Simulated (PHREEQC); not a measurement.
## Acid rinse or clean

Make-up at 25 °C: 0.047 mol/kgw HCl, 0.1 mol/kgw AlCl3 and 0.084 mol/kgw CuCl2. Closed to the air; pH follows from the charge balance.

All values are PHREEQC results (ion-association model, phreeqc.dat), not measurements.

No solid was allowed to form.

Problem. Estimate the pH.

Solution. pH 1.45.

Problem. In which forms is Cl present?

Solution. Cl- 96 %, CuCl+ 3.6 %, CuCl2 0.6 % of the Cl.

Ionic strength above about 0.7 mol/kgw puts this run outside the model's range. Species that the database lacks are ignored.
